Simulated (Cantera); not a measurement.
Input: 1 mol SiHCl3, 170 mol H2, equilibrated at 1127 °C and 60000 Pa.

Method: chemical equilibrium by Gibbs-energy minimisation in Cantera with the NASA 1993 tables (ideal gas, pure condensed phases). Candidate condensed phases: Si; 19 gas species. The tables' values for SiCl3 are old estimates; treat these amounts as uncertain. The numbers say what is thermodynamically allowed, not how fast it happens.

Task: What is the equilibrium state?

Result: x(H2): 0.984
x(HCl): 0.0156
x(SiCl2): 0.000729
x(SiHCl3): 5.06e-5
x(SiCl3): 4.41e-5
x(SiH2Cl2): 3.40e-5
x(SiCl4): 1.13e-5
x(SiH3Cl): 6.58e-6
x(H): 6.23e-6
n(Si(s)): 0.849 mol
gas amount: 172.0 mol
